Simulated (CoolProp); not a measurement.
Computed with CoolProp (reference Helmholtz-energy equation of state, Lemmon 2005). It is a short technical equation, of lower accuracy than the large ones.

### Question
For 1-butene, give the phase and the density (kg/m³), Joule-Thomson coefficient (K/MPa), isothermal compressibility (1/MPa), expansivity (1/kK) at 425.5 K and 1110 kPa.

### Answer
- 425.5 K and 1110 kPa: gas; density 19.5, Joule-Thomson coefficient 9.44, isothermal compressibility 1.01, expansivity 3.28
